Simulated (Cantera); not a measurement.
A counterflow diffusion flame at 1.00 atm, nozzles 20 mm apart: fuel side CO : H2 = 1 : 0.88 (molar parts) at 375 K, oxidiser side O2 : N2 = 0.19 : 0.81 (molar parts) at 450 K, fuel mass flux 0.85 times the oxidiser's; mixture-averaged transport, no radiation.

Computed with Cantera and GRI-Mech 3.0 (53 species, 325 reactions). The maximum strain rate includes the flame's own expansion and is several times the mean.

x: mole fraction; the columns are a selection and need not sum to one.

| oxidiser flux (kg/m²/s) | max strain (1/s) | mean strain (1/s) | T max (K) | peak x OH | peak x H | peak x NO | peak x CO |
|---|---|---|---|---|---|---|---|
| 0.61 | 368 | 89.5 | 2127 | 0.0113 | 0.0108 | 7.63e-5 | 0.568 |
| 0.87 | 509 | 128 | 2084 | 0.0114 | 0.0123 | 5.98e-5 | 0.567 |
| 1.2 | 684 | 176 | 2046 | 0.0114 | 0.0138 | 4.97e-5 | 0.566 |
| 1.8 | 1000 | 264 | 1994 | 0.0114 | 0.0159 | 4.05e-5 | 0.565 |
| 2.5 | 1360 | 367 | 1949 | 0.0112 | 0.0178 | 3.49e-5 | 0.565 |
| 3.6 | 1910 | 528 | 1896 | 0.0109 | 0.0199 | 2.97e-5 | 0.566 |
| 5.1 | [?] | 748 | 1842 | 0.0105 | [?] | [?] | 0.565 |
| 7.3 | 3720 | 1070 | 1784 | 0.00992 | 0.0242 | 2.14e-5 | 0.565 |
| 10 | [?] | 1470 | 1734 | 0.00939 | 0.0260 | [?] | 0.564 |

Question: Complete the blanks.

Answer: 
- 5.1, max strain (1/s): 2660
- 5.1, peak x H: 0.0221
- 5.1, peak x NO: 2.55e-5
- 10, max strain (1/s): 5010
- 10, peak x NO: 1.81e-5
